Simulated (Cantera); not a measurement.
## Reactions in the system Cl-F-H

Cantera with NASA thermochemical tables; ideal gases at 1 bar, condensed phases pure. Values are per mole of reaction as written; species without (g) are pure solids or liquids, kept so even where they would boil at 1 bar.

HCl(g) = H(g) + Cl(g)

```
T (K)  ΔH° (kJ)  ΔS° (J/K)  ΔG° (kJ)  log10 K
-----  --------  ---------  --------  -------
2300      451.4      116.4     183.7    -4.17
2400      452.0      116.7     172.0    -3.74
2500      452.5      116.9     160.3    -3.35
2600      453.0      117.1     148.6    -2.99
2700      453.5      117.3     136.9    -2.65
2800      454.0      117.4     125.2    -2.34
```

2 F(g) + 2 HCl(g) = Cl2(g) + 2 HF(g)

| T (K) | ΔH° (kJ) | ΔS° (J/K) | ΔG° (kJ) | log10 K |
|---|---|---|---|---|
| 2300 | -534.6 | -137.5 | -218.5 | 4.96 |
| 2400 | -535.2 | -137.7 | -204.7 | 4.46 |
| 2500 | -535.6 | -137.9 | -191.0 | 3.99 |
| 2600 | -536.1 | -138.0 | -177.2 | 3.56 |
| 2700 | -536.5 | -138.2 | -163.3 | 3.16 |
| 2800 | -536.8 | -138.3 | -149.5 | 2.79 |

Cl(g) + HF(g) = F(g) + HCl(g)

| T (K) | ΔH° (kJ) | ΔS° (J/K) | ΔG° (kJ) | log10 K |
|---|---|---|---|---|
| 2300 | 139.6 | 7.4 | 122.5 | -2.78 |
| 2400 | 139.7 | 7.5 | 121.8 | -2.65 |
| 2500 | 139.8 | 7.5 | 121.1 | -2.53 |
| 2600 | 139.9 | 7.5 | 120.3 | -2.42 |
| 2700 | 140.0 | 7.6 | 119.5 | -2.31 |
| 2800 | 140.1 | 7.6 | 118.8 | -2.22 |

F2(g) = 2 F(g)

| T (K) | ΔH° (kJ) | ΔS° (J/K) | ΔG° (kJ) | log10 K |
|---|---|---|---|---|
| 2300 | 169.5 | 129.4 | -128.0 | 2.91 |
| 2400 | 169.8 | 129.5 | -141.0 | 3.07 |
| 2500 | 170.1 | 129.6 | -153.9 | 3.22 |
| 2600 | 170.4 | 129.7 | -166.9 | 3.35 |
| 2700 | 170.7 | 129.8 | -179.9 | 3.48 |
| 2800 | 171.0 | 130.0 | -192.9 | 3.60 |
